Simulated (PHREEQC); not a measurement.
Dissolve 0.017 mol/kgw Pb(NO3)2, 0.00086 mol/kgw NiCl2, 0.00022 mol/kgw HCl and 0.27 mol/kgw Na2SO4 at 25 °C. Closed to the air; pH follows from the charge balance.

Computed with PHREEQC (ion-association model, wateq4f.dat).

This is a speciation only: nothing precipitates in the calculation.

Question: Predict the pH.

Answer: pH 4.44.

Question: In which forms is Na present?

Answer: Na+ 86 %, NaSO4- 14 % of the Na.

Examples of supersaturated solids here: Anglesite, Larnakite. Others may be too.
